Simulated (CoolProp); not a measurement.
Aqueous magnesium chloride as a coolant, 30 % by mass, freezing at -100.0 °C, 1 atm.

Model: Melinder's fits for secondary coolants, in CoolProp.

| T (°C) | density (kg/m³) | cp (kJ/(kg K)) | Prandtl number | conductivity (W/(m K)) |
|---|---|---|---|---|
| -30.1 | 1368 | 2.693 | 1.94e7 | 0.311 |
| -23.4 | 1361 | 2.679 | 7080000 | 0.339 |
| -16.8 | 1353 | 2.666 | 2710000 | 0.364 |
| -10.1 | 1344 | 2.652 | 1070000 | 0.389 |
| -3.4 | 1334 | 2.636 | 451000 | 0.412 |
| 3.2 | 1325 | 2.618 | 206000 | 0.434 |
| 9.9 | 1315 | 2.595 | 102000 | 0.455 |
| 16.6 | 1306 | 2.565 | 55400 | 0.475 |
| 23.2 | 1298 | 2.529 | 34100 | 0.495 |
| 29.9 | 1292 | 2.484 | 23700 | 0.514 |
| 36.5 | 1287 | 2.429 | 19000 | 0.532 |
